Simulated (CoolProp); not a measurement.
Carbonyl sulfide along the isotherm 116.95 °C: fugacity coefficient from the reference equation and from simpler models built on Tc = 105.6 °C, pc = 63.69 bar, ω = 0.098; each cubic takes its own stable root.

The numbers come from the reference Helmholtz-energy equation of state, Lemmon 2006 in CoolProp. It is a short technical equation, of lower accuracy than the large ones.

```
p (bar)          phase  reference
-------  -------------  ---------
31.2               gas     0.8531
62.5               gas     0.7060
93.8     supercritical     0.5463
125      supercritical     0.4460
156      supercritical     0.3859
188      supercritical     0.3454
219      supercritical     0.3182
250      supercritical     0.2986
281      supercritical     0.2841
312      supercritical     0.2733
344      supercritical     0.2650
375      supercritical     0.2592
406      supercritical     0.2549
438      supercritical     0.2520
469      supercritical     0.2502
500      supercritical     0.2494
```

Question: How far does each simpler model (van der Waals, Peng-Robinson) lie from the reference over these 16 states: mean and median of the absolute difference, and the worst?

Answer: 
- van der Waals: mean 20.3 %, median 20.1 %, worst +41.1 % at 116.95 °C and 500 bar
- Peng-Robinson: mean 3.4 %, median 3.1 %, worst -5.3 % at 116.95 °C and 500 bar
